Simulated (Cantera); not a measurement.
Cantera run, input and output.

```python
import numpy as np
import cantera as ct

gas = ct.Solution("gri30.yaml")
gas.TPX = 823, 13332, {'H2': 1.5, 'O2': 1, 'N2': 16, 'H2O': 0.046}
reactor = ct.IdealGasConstPressureReactor(gas, energy="off", clone=False)
net = ct.ReactorNet([reactor])
net.rtol, net.atol = 1e-08, 1e-18
show = ['H2', 'O2', 'H2O2', 'NO', 'NO2']
times = np.geomspace(2e-06, 5, 12)

steps = ct.SolutionArray(gas, extra=["t"])
rows = []
print(f"{'t/s':>10s}{'T/K':>9s}{'P/Pa':>11s}" + "".join(f"{s:>11s}" for s in show))
for t in times:
    while net.time < t:
        t_next = net.step()
        steps.append(gas.state, t=t_next)
    rows.append([np.interp(t, steps.t, y) for y in (steps.T, steps.P, *steps(*show).X.T)])
    print(f"{t:10.3e}{rows[-1][0]:9.1f}{rows[-1][1]:11.4g}" + "".join(f"{x:11.3e}" for x in rows[-1][2:]))
rate = np.gradient(steps.T, steps.t)
print("integrator steps:", len(steps.t))
if steps.T.max() > steps.T[0] + 200:
    print(f"time of steepest temperature rise: {steps.t[rate.argmax()]:.4e} s")
gas.TPX = 823, 13332, {'H2': 1.5, 'O2': 1, 'N2': 16, 'H2O': 0.046}
gas.equilibrate("TP")
print(f"equilibrium (TP): T = {gas.T:.1f} K  " + "  ".join(f"{s} {gas[s].X[0]:.3e}" for s in show))
```

Result:

```
       t/s      T/K       P/Pa         H2         O2       H2O2         NO        NO2
 2.000e-06    823.0  1.333e+04  8.088e-02  5.392e-02  2.507e-21  1.006e-35  1.305e-48
 7.632e-06    823.0  1.333e+04  8.088e-02  5.392e-02  2.232e-20  1.658e-34  4.192e-47
 2.913e-05    823.0  1.333e+04  8.088e-02  5.392e-02  3.130e-19  8.028e-33  1.396e-44
 1.112e-04    823.0  1.333e+04  8.088e-02  5.392e-02  4.657e-18  4.641e-31  8.922e-42
 4.242e-04    823.0  1.333e+04  8.088e-02  5.392e-02  7.594e-17  2.638e-29  7.719e-39
 1.619e-03    823.0  1.333e+04  8.088e-02  5.392e-02  1.644e-15  1.807e-27  1.156e-35
 6.178e-03    823.0  1.333e+04  8.088e-02  5.392e-02  8.311e-14  6.021e-25  1.737e-31
 2.357e-02    823.0  1.333e+04  8.088e-02  5.392e-02  2.217e-10  1.482e-18  8.624e-22
 8.997e-02    823.0  1.333e+04  6.016e-03  1.701e-02  1.330e-07  5.253e-08  1.249e-10
 3.433e-01    823.0  1.333e+04  3.224e-03  1.563e-02  1.436e-06  4.876e-08  4.100e-09
 1.310e+00    823.0  1.333e+04  3.091e-03  1.557e-02  5.601e-06  1.792e-08  3.495e-08
 5.000e+00    823.0  1.333e+04  2.889e-03  1.546e-02  1.326e-05  2.544e-08  2.743e-08
integrator steps: 1534
equilibrium (TP): T = 823.0 K  H2 2.950e-13  O2 1.405e-02  H2O2 6.802e-13  NO 8.174e-07  NO2 1.858e-08
```

Computed with Cantera and GRI-Mech 3.0 (53 species, 325 reactions). Radical loss at walls, strong at low pressure, is not modelled. Below about 950 K walls govern HO2 and H2O2 in real vessels. The temperature is held fixed by assumption; the heat of reaction is taken as removed at once.
